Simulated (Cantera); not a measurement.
A closed system holds: 1 mol CuO, 4.2 mol C, 7.3 mol N2, at 2198.15 K and 0.490 bar.

These are equilibrium values from Cantera (NASA tables, ideal gas, pure condensed phases), not measurements of a reactor. Candidate condensed phases: C, Cu, CuO, Cu2O; 27 gas species. Equilibrium is a limit: real reactors are often held back by kinetics, nucleation or transport.

Base state: N2 0.838, CO 0.115, Cu 0.0467, Cu2 0.000354 (mole fractions); condensed: C(graphite) + Cu(l).

Q: What changes in the equilibrium state with this change: C from 4.2 to 0.56 mol?

A: 
```tsv
species	before	after
N2	0.838	0.884
CO2	7.02e-8	0.0510
Cu	0.0467	0.0467
CO	0.115	0.0168
NO	<1e-9	0.000750
O2	<1e-9	0.000667
C(graphite), mol	3.20	0
Cu(l), mol	0.587	0.608
```
